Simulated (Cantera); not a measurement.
Input: 1 mol SiH₂Cl₂, 1.2 mol NO, equilibrated at 1477 °C and 1330 Pa.

Equilibrium computed with Cantera from the NASA thermochemical tables; the gas is ideal and each condensed phase is pure. Candidate condensed phases: H₂O, NH₄Cl, Si, SiO₂, Si₂N₂O, Si₃N₄; 47 gas species. The tables' values for SiCl₃, SiCl are old estimates; treat these amounts as uncertain. The tables hold silica as quartz up to 1696 K and as liquid above; real silica turns to tridymite and cristobalite and melts near 1996 K. Kinetics and transport are ignored.

Base state: HCl 0.517, N₂ 0.202, SiO 0.128, H₂ 0.0780, SiCl₂ 0.0605, SiCl₃ 0.00820, Cl 0.00288, SiCl₄ 0.00197 (mole fractions); condensed: SiO₂(condensed).

**Question.** What changes in the equilibrium state with this change: temperature from 1477 °C to 1802 °C?

**Answer.** 
```json
[
 {"species": "HCl", "before": "0.517", "after": "0.514"},
 {"species": "SiO", "before": "0.128", "after": "0.229"},
 {"species": "N₂", "before": "0.202", "after": "0.171"},
 {"species": "SiCl₂", "before": "0.0605", "after": "0.000561"},
 {"species": "H₂", "before": "0.0780", "after": "0.0248"},
 {"species": "Cl", "before": "0.00288", "after": "0.0555"},
 {"species": "OH", "before": "1.55e-8", "after": "3.02e-5"},
 {"species": "SiHCl₃", "before": "6.58e-5", "after": "5.65e-8"},
 {"species": "SiCl₄", "before": "0.00197", "after": "2.60e-6"},
 {"species": "SiO₂(condensed), mol", "before": "0.410", "after": "0"},
 {"species": "SiO₂(l), mol", "before": "0", "after": "0.195"}
]
```
The tables' values for SiO₂, SiCl₃ are old estimates; treat these amounts as uncertain.
